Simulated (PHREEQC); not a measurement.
A solution holds 8.3 mmol/kgw NiSO4, 6.3 mmol/kgw NaH2PO4 and 0.11 mmol/kgw NaCl, at 25 °C. Closed to the air; pH follows from the charge balance.

All values are PHREEQC results (ion-association model, wateq4f.dat), not measurements.

| quantity | before | after |
|---|---|---|
| pH | 4.78 | 4.78 |
| ionic strength (mol/kgw) | 0.0314 | 0.0418 |
| HPO4-2 (mol/kgw) | 3.79e-5 | 4.01e-5 |
| NaHPO4- (mol/kgw) | 2.44e-7 | 2.38e-7 |
| SI of Halite (NaCl) | -7.89 | -7.91 |

Problem. Which change was made?
A) 0.0033 mol/kgw HNO3 added
B) NiSO4 from 0.0083 to 0.0124 mol/kgw
C) NiSO4 left out
D) NiSO4 replaced by Na2SO4 at the same molality
E) NaH2PO4 from 0.0063 to 0.0126 mol/kgw

Solution. B, NiSO4 from 0.0083 to 0.0124 mol/kgw

Precipitation was switched off in this run. H3PO4, which wateq4f.dat lacks, is added to it with the constant of phreeqc.dat. The database has no phosphate complexes of Ni.
